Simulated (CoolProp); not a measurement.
Sulfur dioxide at 312.02 K and 0.184 MPa is throttled through a valve to 0.124 MPa with no heat exchange. Each further row changes one setting.

Model: reference Helmholtz-energy equation of state, Gao 2016, in CoolProp.

| case | temperature change (K) | final density (kg/m³) |
|---|---|---|
| as stated | [?] | [?] |
| outlet pressure 0.0372 MPa | [?] | [?] |
| outlet pressure 0.161 MPa | [?] | [?] |

Problem. Fill in the missing entries.

Solution. 
- as stated, temperature change (K): -2.0
- as stated, final density (kg/m³): 3.14
- outlet pressure 0.0372 MPa, temperature change (K): -5.0
- outlet pressure 0.0372 MPa, final density (kg/m³): 0.939
- outlet pressure 0.161 MPa, temperature change (K): -0.8
- outlet pressure 0.161 MPa, final density (kg/m³): 4.08
